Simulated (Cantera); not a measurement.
A perfectly stirred reactor is fed with CH₄ : C₂H₆ : C₃H₈ : O₂ : N₂ : CO₂ = 1 : 0.078 : 0.049 : 2.29 : 8.61 : 2 (molar parts), at 0.336 atm; it is adiabatic with a 375 K inlet, and is followed from long to short residence time, starting on the burning branch (τ in s: 0.47, 0.22, 0.1, 0.046, 0.021, 0.0099, 0.0046, 0.0021, 0.00098, 0.00045, 0.00021, 9.7e-05).

Computed with Cantera and GRI-Mech 3.0 (53 species, 325 reactions).

Problem. Predict: blow-out, bracketed by the residence times tried; x(CH₄) at τ = 0.470 s; x(C₂H₆) at τ = 0.470 s; x(C₃H₈) at τ = 0.470 s; x(H₂O) at τ = 0.470 s; x(C₂H₄) at τ = 0.470 s; x(CH₄) at τ = 4.60 ms; x(C₂H₆) at τ = 4.60 ms; x(C₃H₈) at τ = 4.60 ms; x(H₂O) at τ = 4.60 ms; x(C₂H₄) at τ = 4.60 ms.

Solution. 
```json
{
  "blow_out_bracketed_by_the_residence_times_tried": "burning at 0.980 ms, out at 0.450 ms",
  "x(CH₄) at τ = 0.470 s": "4.10e-6",
  "x(C₂H₆) at τ = 0.470 s": "5.17e-8",
  "x(C₃H₈) at τ = 0.470 s": "2.68e-8",
  "x(H₂O) at τ = 0.470 s": "0.162",
  "x(C₂H₄) at τ = 0.470 s": "2.57e-7",
  "x(CH₄) at τ = 4.60 ms": "0.000113",
  "x(C₂H₆) at τ = 4.60 ms": "2.18e-6",
  "x(C₃H₈) at τ = 4.60 ms": "1.08e-6",
  "x(H₂O) at τ = 4.60 ms": "0.151",
  "x(C₂H₄) at τ = 4.60 ms": "4.76e-6"
}
```
